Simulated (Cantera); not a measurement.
Input: 1 mol Si, 2.2 mol NF3, 0.51 mol N2, equilibrated at 100000 Pa.

Cantera equilibrium calculation (NASA polynomials, part measured and part estimated; ideal gas, pure solids and liquids). Candidate condensed phases: Si, Si3N4; 16 gas species. Kinetics and transport are ignored. All values below are at 1000 K.

Base state: N2 0.398, F2 0.259, SiF4 0.258, F 0.0500, NF3 0.0340 (mole fractions); condensed: gas only.

Problem. What changes in the equilibrium state with this change: NF3 from 2.2 to 1.4 mol?

Solution. 
```
species  before    after
-------  ------  -------
N2        0.398    0.519
SiF4      0.258    0.430
F2        0.259   0.0317
NF3      0.0340  0.00166
F        0.0500   0.0175
```
